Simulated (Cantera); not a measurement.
## Hydrocarbon pyrolysis for carbon deposition

An isothermal, constant-pressure homogeneous reactor starts with C₂H₆ : N₂ = 1 : 12 (molar parts), at 1500 K and 0.0133 bar.

Cantera simulation using GRI-Mech 3.0 (53 species, 325 reactions); the numbers are that mechanism's predictions, not measurements. GRI-Mech 3.0 stops at C3 and has no aromatics, soot or wall deposition, so with more carbon than oxygen in the feed, carbon stays in small species such as C2H2 where larger ones or solid carbon would form. Radical loss at walls, strong at low pressure, is not modelled.

```csv
t (s),x C₂H₆,x C₂H₄,x CH₄,x H₂,x C₂H₂
0.000400,0.0742,0.000584,0.000320,0.000559,5.19e-7
0.00100,0.0657,0.00552,0.00178,0.00514,5.73e-5
0.00250,0.0401,0.0229,0.00848,0.0224,0.00158
0.00626,0.00860,0.0368,0.0220,0.0509,0.0124
0.0157,0.000498,0.0251,0.0260,0.0738,0.0308
0.0392,4.92e-5,0.0143,0.0254,0.0856,0.0420
0.0980,1.19e-5,0.00731,0.0249,0.0927,0.0489
0.245,4.84e-6,0.00269,0.0245,0.0974,0.0535
0.613,3.53e-6,0.000461,0.0239,0.100,0.0558
1.53,3.35e-6,0.000134,0.0227,0.102,0.0566
3.83,2.72e-6,0.000111,0.0201,0.106,0.0578
9.59,1.71e-6,7.83e-5,0.0152,0.112,0.0600
24.0,6.74e-7,4.82e-5,0.00870,0.121,0.0628
60.0,1.41e-7,3.52e-5,0.00350,0.128,0.0651
```
x: mole fraction; the columns are a selection and need not sum to one.

Equilibrium at this temperature and pressure: C₂H₆ 2.26e-10, C₂H₄ 1.48e-5, CH₄ 9.42e-5, H₂ 0.133, C₂H₂ 0.0295 (gas phase only).
